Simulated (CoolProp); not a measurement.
Properties of propylene along the isobar 0.207 MPa.

Model: reference Helmholtz-energy equation of state, Lemmon 2013, in CoolProp.

```
T (K)   phase  expansivity (1/kK)  Prandtl number
-----  ------  ------------------  --------------
99.4   liquid               1.536            52.1
109.8  liquid               1.535            27.8
120.2  liquid               1.542            17.3
130.6  liquid               1.555            12.0
141    liquid               1.576            8.95
151.4  liquid               1.603            7.09
161.8  liquid               1.637            5.85
172.2  liquid               1.678            4.98
```

Viscosity comes from a separate model (Huber 2003), an estimate that may be off by 10 % or more. Thermal conductivity comes from a separate model (Huber 2003), an estimate that may be off by 10 % or more.
